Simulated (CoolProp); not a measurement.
Saturation properties of dimethyl carbonate.

Computed with CoolProp (reference Helmholtz-energy equation of state, Zhou 2011).

```json
[
 {"T (°C)": "100.45", "p (kPa)": "139.4", "vapour density (kg/m³)": "4.195", "surface tension (mN/m)": "17.6"},
 {"T (°C)": "110.95", "p (kPa)": "188.7", "vapour density (kg/m³)": "5.577", "surface tension (mN/m)": "16.2"},
 {"T (°C)": "121.45", "p (kPa)": "250.7", "vapour density (kg/m³)": "7.292", "surface tension (mN/m)": "14.9"},
 {"T (°C)": "131.95", "p (kPa)": "327.4", "vapour density (kg/m³)": "9.396", "surface tension (mN/m)": "13.6"},
 {"T (°C)": "142.45", "p (kPa)": "421.1", "vapour density (kg/m³)": "11.95", "surface tension (mN/m)": "12.3"},
 {"T (°C)": "152.95", "p (kPa)": "534.0", "vapour density (kg/m³)": "15.04", "surface tension (mN/m)": "11.0"},
 {"T (°C)": "163.55", "p (kPa)": "670.1", "vapour density (kg/m³)": "18.77", "surface tension (mN/m)": "9.80"},
 {"T (°C)": "174.05", "p (kPa)": "829.5", "vapour density (kg/m³)": "23.19", "surface tension (mN/m)": "8.63"},
 {"T (°C)": "184.55", "p (kPa)": "1016", "vapour density (kg/m³)": "28.45", "surface tension (mN/m)": "7.51"},
 {"T (°C)": "195.05", "p (kPa)": "1233", "vapour density (kg/m³)": "34.72", "surface tension (mN/m)": "6.43"},
 {"T (°C)": "205.55", "p (kPa)": "1483", "vapour density (kg/m³)": "42.21", "surface tension (mN/m)": "5.40"},
 {"T (°C)": "216.05", "p (kPa)": "1771", "vapour density (kg/m³)": "51.22", "surface tension (mN/m)": "4.42"},
 {"T (°C)": "226.55", "p (kPa)": "2099", "vapour density (kg/m³)": "62.18", "surface tension (mN/m)": "3.50"},
 {"T (°C)": "237.05", "p (kPa)": "2474", "vapour density (kg/m³)": "75.75", "surface tension (mN/m)": "2.64"},
 {"T (°C)": "247.55", "p (kPa)": "2900", "vapour density (kg/m³)": "93.05", "surface tension (mN/m)": "1.85"}
]
```

It boils at 90.1 °C under 1 atm.

Surface tension comes from a separate correlation (Mulero 2014).
